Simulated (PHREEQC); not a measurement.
0.061 g of hydrous ferric oxide (600 m²/g; 0.2 weak and 0.005 strong sites per Fe, Dzombak-Morel constants, diffuse double layer) in 1 kg of water with 0.05 mol/kgw of an inert sodium salt and 0.0015 mmol/kgw CuSO4, at 25 °C; the pH is set by adding NaOH or the inert anion's acid. Oxygen is held at 0.21 atm. CO2 from the air is kept out. Nothing may precipitate in this run.

Model: ion-association model, wateq4f.dat, run in PHREEQC.

```json
[
 {"pH": "4", "S sorbed (%)": "98.0", "Cu sorbed (%)": "0.6", "surface charge σ (C/m²)": "0.288", "surface potential ψ (mV)": "159"},
 {"pH": "4.5", "S sorbed (%)": "95.9", "Cu sorbed (%)": "4.9", "surface charge σ (C/m²)": "0.234", "surface potential ψ (mV)": "148"},
 {"pH": "5", "S sorbed (%)": "89.7", "Cu sorbed (%)": "27.0", "surface charge σ (C/m²)": "0.177", "surface potential ψ (mV)": "134"},
 {"pH": "5.5", "S sorbed (%)": "___", "Cu sorbed (%)": "70.5", "surface charge σ (C/m²)": "___", "surface potential ψ (mV)": "118"},
 {"pH": "6", "S sorbed (%)": "39.5", "Cu sorbed (%)": "94.1", "surface charge σ (C/m²)": "0.089", "surface potential ψ (mV)": "99"},
 {"pH": "6.5", "S sorbed (%)": "12.0", "Cu sorbed (%)": "___", "surface charge σ (C/m²)": "0.058", "surface potential ψ (mV)": "79"},
 {"pH": "7", "S sorbed (%)": "2.3", "Cu sorbed (%)": "99.8", "surface charge σ (C/m²)": "0.035", "surface potential ψ (mV)": "56"},
 {"pH": "7.5", "S sorbed (%)": "0.4", "Cu sorbed (%)": "99.9", "surface charge σ (C/m²)": "0.017", "surface potential ψ (mV)": "32"},
 {"pH": "8", "S sorbed (%)": "0.0", "Cu sorbed (%)": "99.8", "surface charge σ (C/m²)": "0.003", "surface potential ψ (mV)": "7"},
 {"pH": "8.5", "S sorbed (%)": "0.0", "Cu sorbed (%)": "99.8", "surface charge σ (C/m²)": "-0.010", "surface potential ψ (mV)": "-19"},
 {"pH": "9", "S sorbed (%)": "0.0", "Cu sorbed (%)": "99.8", "surface charge σ (C/m²)": "-0.025", "surface potential ψ (mV)": "-44"},
 {"pH": "9.5", "S sorbed (%)": "0.0", "Cu sorbed (%)": "99.7", "surface charge σ (C/m²)": "-0.045", "surface potential ψ (mV)": "-68"},
 {"pH": "10", "S sorbed (%)": "0.0", "Cu sorbed (%)": "99.6", "surface charge σ (C/m²)": "-0.073", "surface potential ψ (mV)": "-89"},
 {"pH": "10.5", "S sorbed (%)": "0.0", "Cu sorbed (%)": "___", "surface charge σ (C/m²)": "-0.109", "surface potential ψ (mV)": "-109"},
 {"pH": "11", "S sorbed (%)": "0.0", "Cu sorbed (%)": "98.8", "surface charge σ (C/m²)": "-0.156", "surface potential ψ (mV)": "-127"},
 {"pH": "11.5", "S sorbed (%)": "0.0", "Cu sorbed (%)": "97.2", "surface charge σ (C/m²)": "-0.213", "surface potential ψ (mV)": "-141"},
 {"pH": "12", "S sorbed (%)": "0.0", "Cu sorbed (%)": "89.8", "surface charge σ (C/m²)": "-0.277", "surface potential ψ (mV)": "-151"}
]
```

**Question.** Complete the blanks.

**Answer.** 
- 5.5, S sorbed (%): 72.2
- 5.5, surface charge σ (C/m²): 0.128
- 6.5, Cu sorbed (%): 99.1
- 10.5, Cu sorbed (%): 99.4

Species that the database lacks are ignored. The database's constant for dissolved Cu(OH)2 is higher than later reviews accept.
